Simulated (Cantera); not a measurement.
A closed system holds: 1 mol Mg(OH)2, 0.17 mol H2, held at 2023.15 K and 0.133 bar.

Method: chemical equilibrium by Gibbs-energy minimisation in Cantera with the NASA 1993 tables (ideal gas, pure condensed phases). Candidate condensed phases: H2O, Mg, MgO, Mg(OH)2; 15 gas species. Equilibrium is a limit: real reactors are often held back by kinetics, nucleation or transport.

Base state: H2O 0.852, H2 0.145, H 0.00198, OH 0.00121, Mg(OH)2 4.02e-5, O2 3.06e-5, Mg 2.69e-5, MgOH 1.35e-5 (mole fractions); condensed: MgO(s).

Problem. What changes in the equilibrium state with this change: pressure from 0.133 bar to 1 atm?

Solution. 
| species | before | after |
|---|---|---|
| H2O | 0.852 | 0.854 |
| H2 | 0.145 | 0.145 |
| H | 0.00198 | 0.000719 |
| OH | 0.00121 | 0.000441 |
| Mg(OH)2 | 4.02e-5 | 4.03e-5 |
| O2 | 3.06e-5 | 4.02e-6 |
| O | 1.21e-5 | 1.59e-6 |
| MgO(s), mol | 1.000 | 1.000 |
